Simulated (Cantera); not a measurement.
Feed: 1 mol borazine, 0.079 mol O₂, 3.7 mol N₂, at 1650 K and 25.0 Pa.

These are equilibrium values from Cantera (NASA tables, ideal gas, pure condensed phases), not measurements of a reactor. Candidate condensed phases: B, BN, B₂O₃, B₃O₃H₃, H₂O; 39 gas species. The feed counts by its element totals alone. Rates play no part.

Base state: N₂ 0.549, H₂ 0.427, HBO 0.0140, H 0.00376, BO 0.00262, B₂O₂ 0.00236, B₂O₃ 0.000369, HBO₂ 0.000267 (mole fractions); condensed: BN(s).

Question: What changes in the equilibrium state with this change: pressure from 25.0 Pa to 27.0 mbar?

Answer: 
| species | before | after |
|---|---|---|
| N₂ | 0.549 | 0.551 |
| H₂ | 0.427 | 0.435 |
| HBO | 0.0140 | 0.00556 |
| HBO₂ | 0.000267 | 0.00452 |
| H₂O | 1.03e-5 | 0.000449 |
| BO | 0.00262 | 9.92e-5 |
| H | 0.00376 | 0.000365 |
| B₂O₃ | 0.000369 | 0.00244 |
| B₂O₂ | 0.00236 | 0.000367 |
| BN(s), mol | 2.85 | 2.89 |

Question: What changes in the equilibrium state with this change: O₂ from 0.079 to 1.2 mol?

Answer: 
```
species       before    after
----------  --------  -------
N₂             0.549    0.536
H₂             0.427    0.309
HBO           0.0140   0.0537
B₂O₂         0.00236   0.0482
B₂O₃        0.000369   0.0336
BO           0.00262   0.0118
HBO₂        0.000267  0.00457
H₂O          1.03e-5  3.34e-5
H            0.00376  0.00319
BN(s), mol      2.85    0.937
```
